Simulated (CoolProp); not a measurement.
Vapour-liquid equilibrium of R143a (1) + R1234yf (2) at -37.55 °C; x and y are mole fractions of (1).

The numbers come from the multi-fluid Helmholtz-energy mixture model, Lemmon and Jacobsen 2000 and Lemmon 2022; pair parameters Bell 2016 in CoolProp.

```csv
x,"bubble pressure, mixture model (MPa)","bubble pressure, Raoult's law (MPa)","y, mixture model","y, Raoult's law"
0.05,0.07512,0.07434,0.112,0.106
0.15,0.08494,0.08304,0.292,0.284
0.25,0.09426,0.09174,0.431,0.428
0.35,0.1032,0.1004,0.544,0.547
0.45,0.1118,0.1091,0.639,0.647
0.55,0.1203,0.1178,0.721,0.733
0.65,0.1285,0.1265,0.793,0.806
0.75,0.1367,0.1352,0.859,0.871
0.85,0.1448,0.1439,0.918,0.927
0.95,0.1529,0.1526,0.974,0.977
```

The largest gap from Raoult's law is +2.7 % in bubble pressure, at x = 0.25. No azeotrope shows between x = 0.05 and 0.95.

The pair parameters rest on a limited set of measurements; away from them the model extrapolates.
